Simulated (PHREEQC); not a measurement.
Dissolve 0.063 mol H2SO4 and 0.081 mol NiCl2 per kg of water at 34 °C. Closed to the air; pH follows from the charge balance.

Computed with PHREEQC (ion-association model, wateq4f.dat).

Each row changes one thing in this solution. Precipitation was switched off in this run.

```csv
case,pH,ionic strength (mol/kgw),Cl- (mol/kgw),Ni+2 (mol/kgw),HSO4- (mol/kgw),SO4-2 (mol/kgw),SI of Morenosite (NiSO4:7H2O)
as made,1.17,0.292,0.152,0.0617,0.0384,0.0132,-1.96
temperature from 34 to 65 °C,1.21,0.290,0.153,0.0651,0.0462,0.00850,-2.39
0.00093 mol/kgw KCl added,1.17,0.293,0.153,0.0617,0.0384,0.0132,-1.96
NiCl2 from 0.081 to 0.0162 mol/kgw,1.19,0.130,0.0320,0.0121,0.0459,0.0133,___
H2SO4 replaced by CuSO4 at the same molality,4.46,___,0.147,0.0546,3.96e-5,0.0279,-1.71
```

What belongs in the gaps?


- NiCl2 from 0.081 to 0.0162 mol/kgw, SI of Morenosite (NiSO4:7H2O): -2.45
- H2SO4 replaced by CuSO4 at the same molality, ionic strength (mol/kgw): 0.326

Species that the database lacks are ignored. Some of these states are supersaturated (in Atacamite, for instance). At this temperature some constants are extrapolated from 25 °C, and those without enthalpy data are left unchanged.
